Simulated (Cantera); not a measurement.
Mixture: CH4 : CO : O2 : N2 = 1 : 0.32 : 1.03 : 3.87 (molar parts), equivalence ratio 2.1, at 16.0 bar, adiabatic and at constant pressure. Ignition delay is the time to a rise of 400 K.

Computed with Cantera and GRI-Mech 3.0 (53 species, 325 reactions). The pressure lies above the range GRI-Mech 3.0 was tuned for (to about 10 atm).

### Question
What does this change do: 0.19 parts CO2 added?

### Answer
| quantity | before | after |
|---|---|---|
| delay at 1075 K | 48.9 ms | 50.7 ms |
| delay at 1175 K | 10.3 ms | 10.8 ms |
| delay at 1275 K | 2.70 ms | 2.82 ms |
| delay at 1375 K | 0.816 ms | 0.858 ms |
| delay at 1475 K | 0.275 ms | 0.289 ms |
| apparent activation energy between 1375 and 1475 K | 180 kJ/mol | 180 kJ/mol |

### Question
What does this change do: 0.012 parts C2H6 added?

### Answer
```json
[
 {"quantity": "delay at 1075 K", "before": "48.9 ms", "after": "32.6 ms"},
 {"quantity": "delay at 1175 K", "before": "10.3 ms", "after": "7.59 ms"},
 {"quantity": "delay at 1275 K", "before": "2.70 ms", "after": "2.09 ms"},
 {"quantity": "delay at 1375 K", "before": "0.816 ms", "after": "0.650 ms"},
 {"quantity": "delay at 1475 K", "before": "0.275 ms", "after": "0.220 ms"},
 {"quantity": "apparent activation energy between 1375 and 1475 K", "before": "180 kJ/mol", "after": "180 kJ/mol"}
]
```
